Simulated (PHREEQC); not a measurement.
A solution holds 150 mmol/kgw CuCl2 and 10.6 mmol/kgw HBF4, at 20 °C. Closed to the air; pH follows from the charge balance.

All values are PHREEQC results (ion-association model, phreeqc.dat), not measurements.

This is a speciation only: nothing precipitates in the calculation.

Task: Order these Cl species by the share of Cl that they hold, largest first: CuCl+, CuCl2, Cl-.

Result: Cl- (93 %), CuCl+ (6.6 %), CuCl2 (0.75 %)

Task: Order these Cu species by the share of Cu that they hold, largest first: CuF+, Cu+2, CuCl2, CuCl+.

Result: Cu+2 (86 %), CuCl+ (13 %), CuCl2 (0.75 %), CuF+ (0.25 %)

The pH is 2.09 and the ionic strength 0.416 mol/kgw. Species that the database lacks are ignored. Real BF4- forms and hydrolyses slowly; the run takes it at equilibrium.
